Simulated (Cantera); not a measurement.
Equilibrium for silicon carbide growth: Si(CH3)4 + HCl + H2

Input: 1 mol Si(CH3)4, 0.53 mol HCl, a varied amount of H2, at 2325 °C and 2.20 mbar.

Cantera equilibrium calculation (NASA polynomials, part measured and part estimated; ideal gas, pure solids and liquids). Candidate condensed phases: C, C6H6, C7H8, C8H18, Si, SiC; 109 gas species. The tables' values for SiCl are old estimates; treat these amounts as uncertain. Kinetics and transport are ignored.

```csv
n(H2) (mol),x H,x H2,x Si,x HCl,x Cl,x SiC2,n C(graphite)
1.7,0.496,0.374,0.0586,0.0218,0.0203,0.0199,3.28
2.5,0.500,0.380,0.0539,0.0202,0.0186,0.0183,3.26
3.7,0.505,0.387,0.0481,0.0181,0.0165,0.0164,3.23
5.5,0.510,0.395,0.0415,0.0156,0.0142,0.0141,3.18
8.2,0.516,0.404,0.0343,0.0130,0.0116,0.0117,3.11
12,0.521,0.413,0.0276,0.0105,0.00931,0.00940,3.01
18,0.527,0.421,0.0211,0.00807,0.00708,0.00719,2.84
27,0.531,0.428,0.0156,0.00598,0.00520,0.00531,2.60
40,0.534,0.433,0.0113,0.00436,0.00376,0.00386,2.25
60,0.537,0.437,0.00799,0.00307,0.00264,0.00271,1.71
89,0.539,0.440,0.00559,0.00215,0.00184,0.00190,0.931
130,0.540,0.443,0.00396,0.00151,0.00129,0.00129,0
200,0.542,0.446,0.00283,0.00100,0.000854,0.000646,0
```
x: gas mole fraction; n: condensed amount in mol.

From 1.7 mol H2 to 89 mol H2 the condensed part is C(graphite). From 130 mol H2 to 200 mol H2 nothing is condensed. The main Si-bearing gas is Si throughout.
